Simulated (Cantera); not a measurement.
Hydrogen reduction and annealing atmospheres: PbO + H2 + N2

Charge: 1 mol PbO, 1400 mol H2, 0.42 mol N2, held at 750 Torr.

Cantera equilibrium calculation (NASA polynomials, part measured and part estimated; ideal gas, pure solids and liquids). Candidate condensed phases: H2O, Pb, PbO, PbO2, Pb3O4; 27 gas species. Kinetics and transport are ignored.

From 1075 K to 1175 K the condensed part is Pb(l). From 1275 K to 1675 K nothing is condensed. The main Pb-bearing gas is Pb throughout.

```tsv
T (K)	x H2	x H2O	x Pb	x N2	x H	x NH3	n Pb(l)
1075	0.999	0.000714	7.59e-5	0.000297	1.47e-8	6.29e-6	0.894
1175	0.999	0.000714	0.000435	0.000298	1.22e-7	3.71e-6	0.390
1275	0.998	0.000714	0.000714	0.000299	7.37e-7	2.37e-6	0
1375	0.998	0.000714	0.000714	0.000299	3.42e-6	1.61e-6	0
1475	0.998	0.000714	0.000714	0.000299	1.30e-5	1.15e-6	0
1575	0.998	0.000714	0.000714	0.000299	4.15e-5	8.62e-7	0
1675	0.998	0.000714	0.000714	0.000299	0.000116	6.66e-7	0
```
x: gas mole fraction; n: condensed amount in mol.
